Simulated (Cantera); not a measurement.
Charge: 1 mol SiO2, a varied amount of CH4, 1 mol H2, equilibrated at 1773.15 K and 0.0100 bar.

Cantera equilibrium calculation (NASA polynomials, part measured and part estimated; ideal gas, pure solids and liquids). Candidate condensed phases: C, C6H6, C7H8, C8H18, H2O, Si, SiC, SiO2; 123 gas species. The tables hold silica as quartz up to 1696 K and as liquid above; real silica turns to tridymite and cristobalite and melts near 1996 K. Equilibrium is a limit: real reactors are often held back by kinetics, nucleation or transport.

log p: log10 of the partial pressure in bar; n: condensed amount in mol.

| n(CH4) (mol) | log p H2 | log p CO | log p SiO | log p H | n SiO2(condensed) | n SiC(s) |
|---|---|---|---|---|---|---|
| 0.32 | -2.15 | -2.85 | -2.85 | -4.62 | 0.678 | 0 |
| 0.44 | -2.17 | -2.80 | -2.80 | -4.63 | 0.558 | 0 |
| 0.55 | -2.18 | -2.77 | -2.76 | -4.64 | 0.448 | 0 |
| 0.67 | -2.20 | -2.74 | -2.74 | -4.64 | 0.328 | 0 |
| 0.79 | -2.21 | -2.72 | -2.72 | -4.65 | 0.208 | 0 |
| 0.9 | -2.22 | -2.71 | -2.71 | -4.65 | 0.0980 | 0 |
| 1 | -2.22 | -2.70 | -2.70 | -4.66 | 0 | 0 |
| 1.1 | -2.21 | -2.70 | -2.74 | -4.65 | 0 | ___ |
| 1.3 | -2.19 | -2.69 | -2.82 | -4.64 | 0 | ___ |
| 1.4 | -2.18 | -2.68 | -2.86 | -4.64 | 0 | ___ |
| 1.5 | -2.18 | -2.68 | -2.90 | -4.63 | 0 | ___ |
| 1.6 | -2.17 | -2.68 | -2.95 | -4.63 | 0 | ___ |
| 1.7 | -2.16 | -2.68 | -2.99 | -4.63 | 0 | ___ |

Problem. What belongs in the gaps?

Solution. 
- 1.1, n SiC(s): 0.0498
- 1.3, n SiC(s): 0.150
- 1.4, n SiC(s): 0.200
- 1.5, n SiC(s): 0.250
- 1.6, n SiC(s): 0.300
- 1.7, n SiC(s): 0.350
